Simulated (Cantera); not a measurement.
A Cantera script and what it prints.

```python
import numpy as np
import cantera as ct

gas_names = """
    CL CL2 H HCL H2 Si SiCL SiCL2 SiCL3 SiCL4 SiH SiHCL3 SiH2 SiH2CL2 SiH3 SiH3CL SiH4 Si2 Si3
""".split()
cond_names = """
    Si(cr) Si(L)
""".split()


# ... load() reads the species with a 1 bar reference pressure and builds the phases ...
atoms = {
    'Si': {'Si': 1},
    'HCl': {'H': 1, 'CL': 1},
    'H2': {'H': 2},
}
top_T = {}  # K; cautious upper limits of use, not melting points


# ... equilibrate(T, P, feed) seeds the gas with the atoms and calls Mixture.equilibrate('TP', solver="vcs", rtol=1e-11, max_steps=5000) ...
results = []
feed = {'Si': 1, 'HCl': 0.66, 'H2': 0.49}  # mol
P = 15000  # Pa
for T in [575, 625, 675, 725, 775, 825, 875, 925, 975, 1025, 1075, 1125, 1175, 1225]:
    mix = equilibrate(T, P, feed)
    results.append((T, P, feed, dict(zip(mix.species_names, mix.species_moles))))
    x = sorted(zip(gas.X, gas.species_names), reverse=True)
    print(f"T = {T:g} K  P = {P:g} Pa  gas = {mix.phase_moles(0):.4g} mol")
    print("   x: " + "  ".join(f"{s} {v:.3e}" for v, s in x if v > 0.001))
    print("   condensed (mol): " + ("  ".join(f"{mix.phase(i).name} {mix.phase_moles(i):.4g}"
          for i in range(1, mix.n_phases) if mix.phase_moles(i) > 1e-12) or "none"))
```

Output:

```
T = 575 K  P = 15000 Pa  gas = 0.9727 mol
   x: H2 8.177e-01  SiCL4 1.324e-01  SiHCL3 4.906e-02
   condensed (mol): Si(cr) 0.8227
T = 625 K  P = 15000 Pa  gas = 0.9729 mol
   x: H2 8.179e-01  SiCL4 1.331e-01  SiHCL3 4.795e-02
   condensed (mol): Si(cr) 0.8229
T = 675 K  P = 15000 Pa  gas = 0.9732 mol
   x: H2 8.180e-01  SiCL4 1.338e-01  SiHCL3 4.687e-02  SiH2CL2 1.017e-03
   condensed (mol): Si(cr) 0.8232
T = 725 K  P = 15000 Pa  gas = 0.9735 mol
   x: H2 8.179e-01  SiCL4 1.344e-01  SiHCL3 4.584e-02  SiH2CL2 1.089e-03
   condensed (mol): Si(cr) 0.8235
T = 775 K  P = 15000 Pa  gas = 0.9739 mol
   x: H2 8.176e-01  SiCL4 1.348e-01  SiHCL3 4.483e-02  HCL 1.590e-03  SiH2CL2 1.150e-03
   condensed (mol): Si(cr) 0.8239
T = 825 K  P = 15000 Pa  gas = 0.9745 mol
   x: H2 8.167e-01  SiCL4 1.349e-01  SiHCL3 4.385e-02  HCL 3.108e-03  SiH2CL2 1.203e-03
   condensed (mol): Si(cr) 0.8244
T = 875 K  P = 15000 Pa  gas = 0.9754 mol
   x: H2 8.152e-01  SiCL4 1.347e-01  SiHCL3 4.285e-02  HCL 5.609e-03  SiH2CL2 1.246e-03
   condensed (mol): Si(cr) 0.8252
T = 925 K  P = 15000 Pa  gas = 0.9767 mol
   x: H2 8.126e-01  SiCL4 1.340e-01  SiHCL3 4.178e-02  HCL 9.467e-03  SiH2CL2 1.280e-03
   condensed (mol): Si(cr) 0.8262
T = 975 K  P = 15000 Pa  gas = 0.9787 mol
   x: H2 8.087e-01  SiCL4 1.324e-01  SiHCL3 4.058e-02  HCL 1.509e-02  SiCL3 1.457e-03  SiH2CL2 1.302e-03
   condensed (mol): Si(cr) 0.8275
T = 1025 K  P = 15000 Pa  gas = 0.9816 mol
   x: H2 8.030e-01  SiCL4 1.297e-01  SiHCL3 3.917e-02  HCL 2.286e-02  SiCL3 2.687e-03  SiH2CL2 1.312e-03  SiCL2 1.161e-03
   condensed (mol): Si(cr) 0.8291
T = 1075 K  P = 15000 Pa  gas = 0.9857 mol
   x: H2 7.952e-01  SiCL4 1.255e-01  SiHCL3 3.746e-02  HCL 3.312e-02  SiCL3 4.622e-03  SiCL2 2.694e-03  SiH2CL2 1.307e-03
   condensed (mol): Si(cr) 0.8308
T = 1125 K  P = 15000 Pa  gas = 0.9917 mol
   x: H2 7.849e-01  SiCL4 1.193e-01  HCL 4.606e-02  SiHCL3 3.531e-02  SiCL3 7.450e-03  SiCL2 5.726e-03  SiH2CL2 1.283e-03
   condensed (mol): Si(cr) 0.8323
T = 1175 K  P = 15000 Pa  gas = 1 mol
   x: H2 7.716e-01  SiCL4 1.105e-01  HCL 6.160e-02  SiHCL3 3.262e-02  SiCL3 1.126e-02  SiCL2 1.122e-02  SiH2CL2 1.235e-03
   condensed (mol): Si(cr) 0.8332
T = 1225 K  P = 15000 Pa  gas = 1.011 mol
   x: H2 7.553e-01  SiCL4 9.864e-02  HCL 7.935e-02  SiHCL3 2.929e-02  SiCL2 2.033e-02  SiCL3 1.593e-02  SiH2CL2 1.162e-03
   condensed (mol): Si(cr) 0.8328
```

Cantera equilibrium calculation (NASA polynomials, part measured and part estimated; ideal gas, pure solids and liquids). The tables' values for SiCl3 are old estimates; treat these amounts as uncertain.
